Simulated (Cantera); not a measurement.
Adiabatic ignition

An adiabatic, constant-volume homogeneous reactor starts with 10.3 % CH3OH, 18.8 % O2, 70.9 % N2, equivalence ratio 0.82, at 1075 K and 760 Torr.

Computed with Cantera and GRI-Mech 3.0 (53 species, 325 reactions). GRI-Mech 3.0 was tuned for natural gas; its chemistry of methanol as a main component is partial and can be far from experiment.

```json
[
 {"t (s)": "3.00e-6", "T (K)": "1075", "P (bar)": "1.01", "x CH3OH": "0.103", "x O2": "0.188", "x HO2": "2.41e-10", "x C2H": "<1e-12", "x C2H2": "<1e-12", "x CH2": "1.24e-12", "x HCO": "<1e-12"},
 {"t (s)": "8.17e-6", "T (K)": "1075", "P (bar)": "1.01", "x CH3OH": "0.103", "x O2": "0.188", "x HO2": "7.75e-10", "x C2H": "<1e-12", "x C2H2": "<1e-12", "x CH2": "1.24e-12", "x HCO": "<1e-12"},
 {"t (s)": "2.23e-5", "T (K)": "1075", "P (bar)": "1.01", "x CH3OH": "0.103", "x O2": "0.188", "x HO2": "2.30e-9", "x C2H": "<1e-12", "x C2H2": "<1e-12", "x CH2": "1.24e-12", "x HCO": "<1e-12"},
 {"t (s)": "6.06e-5", "T (K)": "1075", "P (bar)": "1.01", "x CH3OH": "0.103", "x O2": "0.188", "x HO2": "6.86e-9", "x C2H": "<1e-12", "x C2H2": "<1e-12", "x CH2": "1.24e-12", "x HCO": "<1e-12"},
 {"t (s)": "0.000165", "T (K)": "1075", "P (bar)": "1.01", "x CH3OH": "0.103", "x O2": "0.188", "x HO2": "2.06e-8", "x C2H": "<1e-12", "x C2H2": "<1e-12", "x CH2": "1.24e-12", "x HCO": "<1e-12"},
 {"t (s)": "0.000450", "T (K)": "1075", "P (bar)": "1.01", "x CH3OH": "0.103", "x O2": "0.188", "x HO2": "6.01e-8", "x C2H": "<1e-12", "x C2H2": "<1e-12", "x CH2": "1.24e-12", "x HCO": "<1e-12"},
 {"t (s)": "0.00122", "T (K)": "1075", "P (bar)": "1.01", "x CH3OH": "0.103", "x O2": "0.188", "x HO2": "1.68e-7", "x C2H": "<1e-12", "x C2H2": "<1e-12", "x CH2": "1.24e-12", "x HCO": "<1e-12"},
 {"t (s)": "0.00334", "T (K)": "1075", "P (bar)": "1.01", "x CH3OH": "0.103", "x O2": "0.188", "x HO2": "4.58e-7", "x C2H": "<1e-12", "x C2H2": "<1e-12", "x CH2": "1.24e-12", "x HCO": "<1e-12"},
 {"t (s)": "0.00909", "T (K)": "1075", "P (bar)": "1.01", "x CH3OH": "0.103", "x O2": "0.188", "x HO2": "1.22e-6", "x C2H": "<1e-12", "x C2H2": "<1e-12", "x CH2": "1.24e-12", "x HCO": "<1e-12"},
 {"t (s)": "0.0247", "T (K)": "1075", "P (bar)": "1.01", "x CH3OH": "0.103", "x O2": "0.188", "x HO2": "3.21e-6", "x C2H": "<1e-12", "x C2H2": "<1e-12", "x CH2": "1.24e-12", "x HCO": "<1e-12"},
 {"t (s)": "0.0674", "T (K)": "1076", "P (bar)": "1.01", "x CH3OH": "0.103", "x O2": "0.188", "x HO2": "1.62e-5", "x C2H": "<1e-12", "x C2H2": "<1e-12", "x CH2": "1.26e-12", "x HCO": "4.86e-11"},
 {"t (s)": "0.184", "T (K)": "2693", "P (bar)": "2.73", "x CH3OH": "<1e-12", "x O2": "0.0354", "x HO2": "1.02e-5", "x C2H": "<1e-12", "x C2H2": "<1e-12", "x CH2": "<1e-12", "x HCO": "2.01e-8"},
 {"t (s)": "0.500", "T (K)": "2693", "P (bar)": "2.73", "x CH3OH": "<1e-12", "x O2": "0.0354", "x HO2": "1.02e-5", "x C2H": "<1e-12", "x C2H2": "<1e-12", "x CH2": "<1e-12", "x HCO": "2.01e-8"}
]
```
x: mole fraction; the columns are a selection and need not sum to one.

- time of steepest temperature rise = 98.0 ms
- temperature at 0.500 s = 2693 K
- equilibrium temperature = 2693 K
- x(CH3OH) at 0.500 s = <1e-12 (gas-phase equilibrium <1e-12)
- x(O2) at 0.500 s = 0.0354 (gas-phase equilibrium 0.0354)
- x(HO2) at 0.500 s = 1.02e-5 (gas-phase equilibrium 1.02e-5)
